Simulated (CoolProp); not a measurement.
Model: reference Helmholtz-energy equation of state, Wagner 2002, in CoolProp.

Problem. For water, give the phase and the cp (kJ/(kg K)), expansivity (1/kK), viscosity (µPa s) at 629 K and 37600 kPa.

Solution. 
- 629 K and 37600 kPa: liquid; cp 6.05, expansivity 3.75, viscosity 76.8

Viscosity comes from a separate model (Huber 2009).
